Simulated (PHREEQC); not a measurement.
Nickel, zinc or cadmium bath (model solution)

Consider water at 25 °C with 7.6 mmol/kgw ZnCl2, 0.064 mmol/kgw H3BO3 and 0.044 mmol/kgw MnSO4. Closed to the air; pH follows from the charge balance.

All values are PHREEQC results (ion-association model, phreeqc.dat), not measurements.

| Item | Value |
|---|---|
| pH | 5.60 |
| ionic strength | 0.0226 mol/kgw |
| specific conductance | 1700 µS/cm |

| species | molality | activity | log γ |
|---|---|---|---|
| Cl- | 0.0150 | 0.0129 | -0.065 |
| Zn+2 | 0.00741 | 0.00421 | -0.246 |
| ZnCl+ | 0.000170 | 0.000147 | -0.064 |
| H3BO3 | 6.40e-5 | 6.43e-5 | 0.002 |
| Mn+2 | 4.24e-5 | 2.46e-5 | -0.236 |
| SO4-2 | 2.82e-5 | 1.60e-5 | -0.247 |
| ZnSO4 | 1.57e-5 | 1.58e-5 | 0.002 |
| H+ | 2.86e-6 | 2.53e-6 | -0.053 |
| ZnOH+ | 2.11e-6 | 1.83e-6 | -0.063 |
| ZnCl2 | 1.98e-6 | 1.99e-6 | 0.002 |
| MnCl+ | 1.50e-6 | 1.30e-6 | -0.061 |
| ZnOHCl | 7.10e-7 | 7.14e-7 | 0.002 |

This is a speciation only: nothing precipitates in the calculation. Complexes and solids missing from the database can't appear.
